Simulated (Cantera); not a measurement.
Input (Python, Cantera):

```python
import numpy as np
import cantera as ct

surf = ct.Interface("ptcombust.yaml", "Pt_surf")
gas = surf.adjacent["gas"]
gas.TPX = 300, 3700, {'CH4': 0.052, 'O2': 0.079, 'N2': 0.79}
jet = ct.ImpingingJet(gas=gas, width=0.022, surface=surf)
jet.inlet.mdot, jet.inlet.T, jet.inlet.X = 0.024, 300, {'CH4': 0.052, 'O2': 0.079, 'N2': 0.79}
jet.set_refine_criteria(ratio=10, slope=0.2, curve=0.3)
show, cover = ['CH4', 'O2', 'H2O', 'OH', 'CO', 'CO2'], ["PT(S)", "H(S)", "O(S)", "OH(S)", "CO(S)", "C(S)"]

rows = []
print(f"{'Ts/K':>7s}" + "".join(f"{s:>11s}" for s in show + cover) + "   (gas at the wall, coverages)")
for i, Ts in enumerate([950, 1000, 1050, 1100, 1150, 1200, 1250, 1300]):
    jet.surface.T = Ts
    if i == 0:
        surf.TP = Ts, 3700
        surf.coverages = "PT(S):0.5, O(S):0.5"
        surf.advance_coverages(1.0)
        jet.set_initial_guess(products="inlet")
    jet.solve(loglevel=0, auto=(i == 0))
    rows.append([*(jet.X[gas.species_index(s), -1] for s in show), *surf[cover].coverages])
    print(f"{Ts:7g}" + "".join(f"{x:11.3e}" for x in rows[-1]))
```

It prints:

```
   Ts/K        CH4         O2        H2O         OH         CO        CO2      PT(S)       H(S)       O(S)      OH(S)      CO(S)       C(S)   (gas at the wall, coverages)
    950  8.628e-03  4.230e-03  8.753e-02  9.905e-10  3.848e-02  1.335e-02  8.552e-01  2.030e-04  2.858e-05  1.627e-05  1.416e-01  2.908e-03
   1000  7.697e-03  3.893e-03  8.835e-02  2.491e-09  4.097e-02  1.158e-02  9.203e-01  3.149e-04  2.376e-05  1.265e-05  7.689e-02  2.419e-03
   1050  7.315e-03  3.804e-03  8.774e-02  6.615e-09  4.110e-02  1.188e-02  9.582e-01  3.955e-04  2.611e-05  1.132e-05  3.977e-02  1.563e-03
   1100  7.224e-03  3.851e-03  8.628e-02  1.754e-08  3.988e-02  1.341e-02  9.782e-01  4.372e-04  3.351e-05  1.098e-05  2.044e-02  8.889e-04
   1150  7.275e-03  3.965e-03  8.435e-02  4.458e-08  3.791e-02  1.562e-02  9.883e-01  4.533e-04  4.576e-05  1.105e-05  1.068e-02  4.869e-04
   1200  7.395e-03  4.113e-03  8.211e-02  1.067e-07  3.550e-02  1.827e-02  9.935e-01  4.545e-04  6.375e-05  1.130e-05  5.728e-03  2.679e-04
   1250  7.548e-03  4.279e-03  7.969e-02  2.421e-07  3.282e-02  2.119e-02  9.961e-01  4.472e-04  8.889e-05  1.165e-05  3.153e-03  1.502e-04
   1300  7.717e-03  4.452e-03  7.717e-02  5.185e-07  2.998e-02  2.427e-02  9.976e-01  4.348e-04  1.233e-04  1.207e-05  1.780e-03  8.636e-05
```

Cantera simulation using Deutschmann's 1995 Pt surface mechanism with GRI-Mech 3.0 gas chemistry; the numbers are that mechanism's predictions, not measurements. Catalytic surfaces can have several steady states; this one follows from the mechanism file's or the stated starting coverage.
